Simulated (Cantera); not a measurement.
Input: 1 mol SiCl₄, 2.7 mol Cl₂, 3.2 mol H₂, held at 1150 K and 0.160 bar.

Equilibrium computed with Cantera from the NASA thermochemical tables; the gas is ideal and each condensed phase is pure. Candidate condensed phases: Si; 19 gas species. The tables' values for SiCl₃ are old estimates; treat these amounts as uncertain. Equilibrium is a limit: real reactors are often held back by kinetics, nucleation or transport.

Base state: HCl 0.783, SiCl₄ 0.144, H₂ 0.0721, SiHCl₃ 0.000270, SiCl₃ 0.000233 (mole fractions); condensed: gas only.

Question: What changes in the equilibrium state with this change: SiCl₄ replaced by Si?

Answer: 
```tsv
species	before	after
H₂	0.0721	0.501
HCl	0.783	0.295
SiCl₄	0.144	0.195
SiH₂Cl₂	6.33e-8	2.91e-5
SiCl₂	4.11e-6	0.000272
SiHCl₃	0.000270	0.00672
```

Question: What changes in the equilibrium state with this change: Cl₂ from 2.7 to 0.54 mol?

Answer: 
```tsv
species	before	after
H₂	0.0721	0.549
HCl	0.783	0.240
SiCl₄	0.144	0.198
SiH₂Cl₂	6.33e-8	5.34e-5
SiCl₂	4.11e-6	0.000455
SiHCl₃	0.000270	0.00918
SiCl₃	0.000233	0.00287
```
